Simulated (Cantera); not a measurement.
A perfectly stirred reactor is fed with CO : H2 : CH4 : O2 : N2 = 1 : 1.5 : 0.19 : 1.36 : 9.64 (molar parts), equivalence ratio 1.2, at 5.00 bar; it is adiabatic with a 350 K inlet, and is followed from long to short residence time, starting on the burning branch (τ in s: 0.085, 0.032, 0.012, 0.0045, 0.0017, 0.00064, 0.00024, 9.2e-05, 3.5e-05, 1.3e-05, 4.9e-06).

Cantera simulation using GRI-Mech 3.0 (53 species, 325 reactions); the numbers are that mechanism's predictions, not measurements.

x: mole fraction; the columns are a selection and need not sum to one.

```json
[
 {"τ (s)": "0.085", "T (K)": "1801", "x CO": "0.0279", "x H2": "0.0147", "x CH4": "1.06e-5", "x NO2": "5.47e-10", "x CH2": "___"},
 {"τ (s)": "0.032", "T (K)": "1798", "x CO": "0.0280", "x H2": "0.0147", "x CH4": "1.28e-5", "x NO2": "1.10e-9", "x CH2": "___"},
 {"τ (s)": "0.012", "T (K)": "1794", "x CO": "0.0282", "x H2": "0.0147", "x CH4": "1.65e-5", "x NO2": "2.06e-9", "x CH2": "___"},
 {"τ (s)": "0.0045", "T (K)": "1786", "x CO": "0.0285", "x H2": "0.0148", "x CH4": "2.27e-5", "x NO2": "3.48e-9", "x CH2": "___"},
 {"τ (s)": "0.0017", "T (K)": "1772", "x CO": "0.0291", "x H2": "0.0150", "x CH4": "3.40e-5", "x NO2": "5.14e-9", "x CH2": "___"},
 {"τ (s)": "0.00064", "T (K)": "1748", "x CO": "0.0304", "x H2": "0.0153", "x CH4": "5.61e-5", "x NO2": "6.63e-9", "x CH2": "___"},
 {"τ (s)": "0.00024", "T (K)": "1709", "x CO": "0.0329", "x H2": "0.0160", "x CH4": "0.000105", "x NO2": "7.44e-9", "x CH2": "___"},
 {"τ (s)": "9.2e-5", "T (K)": "1643", "x CO": "0.0381", "x H2": "0.0170", "x CH4": "0.000233", "x NO2": "7.18e-9", "x CH2": "___"},
 {"τ (s)": "3.5e-5", "T (K)": "350", "x CO": "0.0730", "x H2": "0.110", "x CH4": "0.0139", "x NO2": "<1e-12", "x CH2": "<1e-12"},
 {"τ (s)": "1.3e-5", "T (K)": "350", "x CO": "0.0730", "x H2": "0.110", "x CH4": "0.0139", "x NO2": "<1e-12", "x CH2": "<1e-12"},
 {"τ (s)": "4.9e-6", "T (K)": "350", "x CO": "0.0730", "x H2": "0.110", "x CH4": "0.0139", "x NO2": "<1e-12", "x CH2": "<1e-12"}
]
```

Q: Fill in the missing entries.

A: 
- 0.085, x CH2: 3.17e-8
- 0.032, x CH2: 6.68e-8
- 0.012, x CH2: 1.31e-7
- 0.0045, x CH2: 2.38e-7
- 0.0017, x CH2: 3.99e-7
- 0.00064, x CH2: 6.24e-7
- 0.00024, x CH2: 9.27e-7
- 9.2e-5, x CH2: 1.33e-6
